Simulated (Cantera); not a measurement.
A closed system holds: 1 mol AlN, 0.032 mol C, 5.7 mol N₂, at 2850 K and 2200 Pa.

Cantera equilibrium calculation (NASA polynomials, part measured and part estimated; ideal gas, pure solids and liquids). Candidate condensed phases: Al, AlN, C; 16 gas species. The numbers say what is thermodynamically allowed, not how fast it happens.

Base state: N₂ 0.857, Al 0.139, CN 0.00341, C 0.000213, C₃ 0.000188, C₂N₂ 7.24e-5, C₂ 4.47e-5, N 3.14e-5 (mole fractions); condensed: gas only.

Problem. What changes in the equilibrium state with this change: C from 0.032 to 0.0056 mol?

Solution. 
```csv
species,before,after
N₂,0.857,0.860
Al,0.139,0.139
CN,0.00341,0.000716
C₃,0.000188,1.73e-6
C₂,4.47e-5,1.96e-6
C₂N₂,7.24e-5,3.19e-6
C,0.000213,4.46e-5
```

Problem. What changes in the equilibrium state with this change: temperature from 2850 K to 1650 K?

Solution. 
```
species             before    after
----------------  --------  -------
N₂                   0.857    1.000
Al                   0.139  1.96e-6
C₂N₂               7.24e-5  3.38e-8
CN                 0.00341  1.48e-8
C                 0.000213    <1e-9
C₃                0.000188    <1e-9
AlN(s), mol              0    1.000
C(graphite), mol         0   0.0320
```
